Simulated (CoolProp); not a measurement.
Saturation properties of CHF3 (R23) (Tc = 26.1 °C, pc = 4.832 MPa, ω = 0.263).

Model: reference Helmholtz-energy equation of state, Penoncello 2003, in CoolProp.

| T (°C) | p (MPa) | liquid density (kg/m³) | vapour density (kg/m³) | liquid cp (kJ/(kg K)) | vapour viscosity (µPa s) |
|---|---|---|---|---|---|
| -76.75 | 0.1361 | 1425 | 6.153 | 1.247 | 9.76 |
| -69.25 | 0.2011 | 1396 | 8.893 | 1.264 | 10.2 |
| -61.75 | 0.2880 | 1365 | 12.51 | 1.284 | 10.6 |
| -54.25 | 0.4012 | 1334 | 17.21 | 1.309 | 11.0 |
| -46.75 | 0.5457 | 1301 | 23.21 | 1.338 | 11.4 |
| -39.25 | 0.7264 | 1266 | 30.81 | 1.375 | 11.8 |
| -31.75 | 0.9489 | 1229 | 40.39 | 1.420 | 12.3 |
| -24.25 | 1.219 | 1190 | 52.41 | 1.477 | 12.8 |

It boils at -82.0 °C under 1 atm.

Viscosity comes from a separate model (Shan 2000).
